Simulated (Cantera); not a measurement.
A perfectly stirred reactor is fed with C₂H₆ : N₂ = 1 : 2.3 (molar parts), at 0.0267 bar; it is held at 2000 K, and followed from long to short residence time.

Computed with Cantera and GRI-Mech 3.0 (53 species, 325 reactions). GRI-Mech 3.0 stops at C3 and has no aromatics, soot or wall deposition, so with more carbon than oxygen in the feed, carbon stays in small species such as C2H2 where larger ones or solid carbon would form. Radical loss at walls, strong at low pressure, is not modelled.

### Question
What does this change do: pressure from 0.0267 bar to 0.00160 bar?

### Answer
| quantity | before | after |
|---|---|---|
| x(C₂H₆) at τ = 20.0 s | 1.98e-7 | 2.19e-6 |
| x(HCN) at τ = 20.0 s | 0.00772 | 0.00274 |
| x(CH₃) at τ = 20.0 s | 0.000172 | 0.000693 |
| x(CH₄) at τ = 20.0 s | 0.000554 | 0.00186 |
| x(CH₂) at τ = 20.0 s | 3.39e-6 | 1.51e-5 |
| x(C₂H₆) at τ = 0.120 s | 4.18e-5 | 0.000423 |
| x(HCN) at τ = 0.120 s | 0.000293 | 8.95e-5 |
| x(CH₃) at τ = 0.120 s | 0.00269 | 0.0120 |
| x(CH₄) at τ = 0.120 s | 0.0119 | 0.0340 |
| x(CH₂) at τ = 0.120 s | 2.81e-5 | 0.000101 |

### Question
What does this change do: temperature 2000 to 1700 K?

### Answer
```json
[
 {"quantity": "x(C₂H₆) at τ = 20.0 s", "before": "1.98e-7", "after": "3.41e-6"},
 {"quantity": "x(HCN) at τ = 20.0 s", "before": "0.00772", "after": "5.01e-5"},
 {"quantity": "x(CH₃) at τ = 20.0 s", "before": "0.000172", "after": "0.000227"},
 {"quantity": "x(CH₄) at τ = 20.0 s", "before": "0.000554", "after": "0.00633"},
 {"quantity": "x(CH₂) at τ = 20.0 s", "before": "3.39e-6", "after": "3.91e-7"},
 {"quantity": "x(C₂H₆) at τ = 0.120 s", "before": "4.18e-5", "after": "0.000417"},
 {"quantity": "x(HCN) at τ = 0.120 s", "before": "0.000293", "after": "7.22e-6"},
 {"quantity": "x(CH₃) at τ = 0.120 s", "before": "0.00269", "after": "0.00281"},
 {"quantity": "x(CH₄) at τ = 0.120 s", "before": "0.0119", "after": "0.0429"},
 {"quantity": "x(CH₂) at τ = 0.120 s", "before": "2.81e-5", "after": "5.77e-6"}
]
```

### Question
What does this change do: N2 2.3 to 1.3 parts?

### Answer
```csv
quantity,before,after
x(C₂H₆) at τ = 20.0 s,1.98e-7,2.28e-7
x(HCN) at τ = 20.0 s,0.00772,0.00537
x(CH₃) at τ = 20.0 s,0.000172,0.000202
x(CH₄) at τ = 20.0 s,0.000554,0.000719
x(CH₂) at τ = 20.0 s,3.39e-6,3.60e-6
x(C₂H₆) at τ = 0.120 s,4.18e-5,4.81e-5
x(HCN) at τ = 0.120 s,0.000293,0.000191
x(CH₃) at τ = 0.120 s,0.00269,0.00314
x(CH₄) at τ = 0.120 s,0.0119,0.0151
x(CH₂) at τ = 0.120 s,2.81e-5,2.85e-5
```
